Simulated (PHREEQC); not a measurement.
Solution (25 °C): 0.11 mol/kgw NH4HF2, 0.048 mol/kgw H2SiF6 and 0.0014 mol/kgw HBF4. Closed to the air; pH follows from the charge balance.

All values are PHREEQC results (ion-association model, phreeqc.dat), not measurements.

### Question
The ionic strength comes out as 0.172 mol/kgw. What activity coefficients do BF4-, NH4+, SiF6-2, F-, BF3OH- get?

### Answer
BF4- 0.75, NH4+ 0.70, SiF6-2 0.31, F- 0.72, BF3OH- 0.75.

No solid was allowed to form. Complexes and solids missing from the database can't appear. SiF6-2 is the database's only silicon fluoride. Real BF4- forms and hydrolyses slowly; the run takes it at equilibrium.
